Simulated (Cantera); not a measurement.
What does this Cantera script print?

```python
import numpy as np
import cantera as ct

gas = ct.Solution("gri30.yaml")
gas.TPX = 1473, 21000, {'CO': 0.0073, 'O2': 0.0054, 'H2O': 0.0011, 'N2': 1}
reactor = ct.IdealGasConstPressureReactor(gas, energy="off", clone=False)
net = ct.ReactorNet([reactor])
net.rtol, net.atol = 1e-08, 1e-18
show = ['CO', 'O2', 'H2O', 'NO', 'H', 'NO2']
times = np.geomspace(1e-06, 1, 11)

steps = ct.SolutionArray(gas, extra=["t"])
rows = []
print(f"{'t/s':>10s}{'T/K':>9s}{'P/Pa':>11s}" + "".join(f"{s:>11s}" for s in show))
for t in times:
    while net.time < t:
        t_next = net.step()
        steps.append(gas.state, t=t_next)
    rows.append([np.interp(t, steps.t, y) for y in (steps.T, steps.P, *steps(*show).X.T)])
    print(f"{t:10.3e}{rows[-1][0]:9.1f}{rows[-1][1]:11.4g}" + "".join(f"{x:11.3e}" for x in rows[-1][2:]))
rate = np.gradient(steps.T, steps.t)
print("integrator steps:", len(steps.t))
if steps.T.max() > steps.T[0] + 200:
    print(f"time of steepest temperature rise: {steps.t[rate.argmax()]:.4e} s")
gas.TPX = 1473, 21000, {'CO': 0.0073, 'O2': 0.0054, 'H2O': 0.0011, 'N2': 1}
gas.equilibrate("TP")
print(f"equilibrium (TP): T = {gas.T:.1f} K  " + "  ".join(f"{s} {gas[s].X[0]:.3e}" for s in show))
```

Output:

```
       t/s      T/K       P/Pa         CO         O2        H2O         NO          H        NO2
 1.000e-06   1473.0    2.1e+04  7.201e-03  5.326e-03  1.085e-03  8.382e-21  1.030e-15  5.174e-30
 3.981e-06   1473.0    2.1e+04  7.201e-03  5.326e-03  1.085e-03  1.266e-19  8.325e-15  2.484e-28
 1.585e-05   1473.0    2.1e+04  7.201e-03  5.326e-03  1.085e-03  2.106e-18  1.075e-13  1.577e-26
 6.310e-05   1473.0    2.1e+04  7.201e-03  5.326e-03  1.085e-03  3.755e-17  1.879e-12  1.071e-24
 2.512e-04   1473.0    2.1e+04  7.201e-03  5.326e-03  1.085e-03  7.556e-16  4.166e-11  9.020e-23
 1.000e-03   1473.0    2.1e+04  7.201e-03  5.326e-03  1.085e-03  1.427e-14  8.576e-10  8.351e-21
 3.981e-03   1473.0    2.1e+04  7.200e-03  5.326e-03  1.085e-03  4.432e-13  2.635e-08  2.031e-18
 1.585e-02   1473.0    2.1e+04  6.477e-03  4.786e-03  9.548e-04  8.198e-09  1.434e-04  1.289e-12
 6.310e-02   1473.0    2.1e+04  2.172e-03  2.580e-03  5.734e-04  3.900e-06  7.233e-04  2.492e-10
 2.512e-01   1473.0    2.1e+04  7.523e-04  2.043e-03  9.511e-04  6.652e-06  1.193e-04  6.090e-10
 1.000e+00   1473.0    2.1e+04  1.412e-04  1.784e-03  1.062e-03  7.385e-06  8.501e-06  1.660e-09
integrator steps: 1039
equilibrium (TP): T = 1473.0 K  CO 1.255e-06  O2 1.678e-03  H2O 1.087e-03  NO 1.077e-04  H 7.682e-09  NO2 2.562e-08
```

Cantera simulation using GRI-Mech 3.0 (53 species, 325 reactions); the numbers are that mechanism's predictions, not measurements.
